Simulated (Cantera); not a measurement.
Feed: 1 mol CaCO3, 5.8 mol H2O, equilibrated at 1323 K and 0.203 Torr.

Equilibrium computed with Cantera from the NASA thermochemical tables; the gas is ideal and each condensed phase is pure. Candidate condensed phases: C, C6H6, C7H8, C8H18, Ca, CaCO3, CaO, Ca(OH)2, H2O; 115 gas species. The numbers say what is thermodynamically allowed, not how fast it happens.

Base state: H2O 0.852, CO2 0.147, H2 0.000417, O2 0.000261, CO 0.000133, OH 5.83e-5 (mole fractions); condensed: CaO(s).

What changes in the equilibrium state with this change: CaCO3 replaced by CsOH?


```csv
species,before,after
H2O,0.852,0.852
CsOH,0,0.144
Cs,0,0.00264
CO2,0.147,0
CO,0.000133,0
O2,0.000261,0.000764
"CaO(s), mol",1.00,0
```
Further candidate phases: Cs, CsOH.

What changes in the equilibrium state with this change: CaCO3 replaced by Ca(OH)2?


| species | before | after |
|---|---|---|
| H2O | 0.852 | 0.999 |
| H2 | 0.000417 | 0.000509 |
| O2 | 0.000261 | 0.000240 |
| CO2 | 0.147 | 0 |
| CO | 0.000133 | 0 |
| OH | 5.83e-5 | 6.18e-5 |
| CaO(s), mol | 1.00 | 1.00 |
